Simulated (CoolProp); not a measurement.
Properties of C2F6 (R116) along the isobar 1.01 bar.

Computed with CoolProp (reference Helmholtz-energy equation of state, Lemmon 2006). It is a short technical equation, of lower accuracy than the large ones.

```
T (°C)  phase  cp (kJ/(kg K))  speed of sound (m/s)  viscosity (µPa s)
------  -----  --------------  --------------------  -----------------
1.05      gas          0.7384                 132.6               13.0
11.05     gas          0.7542                 135.1               13.5
21.15     gas          0.7698                 137.5               13.9
31.15     gas          0.7850                 139.8               14.4
41.25     gas          0.8000                 142.1               14.9
51.35     gas          0.8147                 144.4               15.3
61.35     gas          0.8288                 146.6               15.8
71.45     gas          0.8428                 148.8               16.2
81.45     gas          0.8562                 150.9               16.7
91.55     gas          0.8693                 153.0               17.1
101.55    gas          0.8820                 155.1               17.5
111.65    gas          0.8943                 157.1               17.9
121.65    gas          0.9062                 159.2               18.4
131.75    gas          0.9178                 161.2               18.8
141.75    gas          0.9289                 163.1               19.2
151.85    gas          0.9398                 165.1               19.6
```

Viscosity comes from a separate model (Huber 2003), an estimate that may be off by 10 % or more.
